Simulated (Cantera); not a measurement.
Charge: 1 mol Na2CO3, 3.6 mol H2S, 1.7 mol CO2, equilibrated at 278 Torr.

Equilibrium computed with Cantera from the NASA thermochemical tables; the gas is ideal and each condensed phase is pure. Candidate condensed phases: C, C6H6, C7H8, C8H18, H2O, H2SO4, Na, NaOH, NaO2, Na2CO3, Na2O, Na2O2, Na2S, Na2SO4, S; 131 gas species. Gases not in the tables: S3 to S7. The numbers say what is thermodynamically allowed, not how fast it happens.

### Question
Which condensed phases are stable at each of these points (T (K)): 950, 1000, 1050, 1100, 1150, 1200, 1250, 1300, 1350, 1400, 1450, 1500, 1550, 1600?

### Answer
```tsv
T (K)	condensed phases	Na condensed (%)
950	Na2S(s)	100.0
1000	Na2S(s)	100.0
1050	Na2S(s)	100.0
1100	Na2S(s)	100.0
1150	Na2S(s)	100.0
1200	Na2S(s)	100.0
1250	Na2S(s)	100.0
1300	Na2S(s)	99.9
1350	Na2S(s)	99.9
1400	Na2S(s)	99.7
1450	Na2S(l)	99.3
1500	Na2S(l)	98.6
1550	Na2S(l)	97.3
1600	Na2S(l)	94.8
```

From 950 K to 1400 K the condensed part is Na2S(s). From 1450 K to 1600 K the condensed part is Na2S(l).
